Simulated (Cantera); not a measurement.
Gas-phase reforming

An isothermal, constant-pressure homogeneous reactor starts with 24.4 % CH4, 75.6 % H2O, at 1575 K and 0.133 bar.

Cantera simulation using GRI-Mech 3.0 (53 species, 325 reactions); the numbers are that mechanism's predictions, not measurements.

```
t (s)      x CH4  x H2O      x H     x OH    x H2O2    x C2H6      x H2
--------  ------  -----  -------  -------  --------  --------  --------
0.000100   0.244  0.756  2.15e-7  2.35e-7    <1e-12   6.25e-8   1.92e-5
0.000313   0.244  0.756  2.29e-7  6.74e-7    <1e-12   1.72e-6   6.20e-5
0.000979   0.243  0.756  3.35e-7  1.76e-6    <1e-12   3.26e-5  0.000226
0.00306    0.242  0.756  8.39e-7  3.55e-6  1.13e-12  0.000242   0.00119
0.00959    0.234  0.753  3.18e-6  5.52e-6  2.74e-12  0.000652   0.00837
0.0300     0.206  0.736  9.84e-6  5.44e-6  2.65e-12  0.000512    0.0412
0.0939     0.153  0.700  2.14e-5  4.80e-6  2.07e-12  0.000230     0.109
0.294     0.0880  0.647  3.85e-5  4.51e-6  1.82e-12   7.14e-5     0.198
0.919     0.0407  0.576  6.02e-5  4.32e-6  1.68e-12   1.59e-5     0.289
2.88      0.0250  0.480  7.19e-5  3.32e-6    <1e-12   4.84e-6     0.377
9.00      0.0153  0.386  7.70e-5  2.37e-6    <1e-12   1.38e-6     0.456
```
x: mole fraction; the columns are a selection and need not sum to one.

Equilibrium at this temperature and pressure: CH4 1.96e-9, H2O 0.316, H 8.27e-5, OH 1.82e-6, H2O2 <1e-12, C2H6 <1e-12, H2 0.520 (gas phase only).
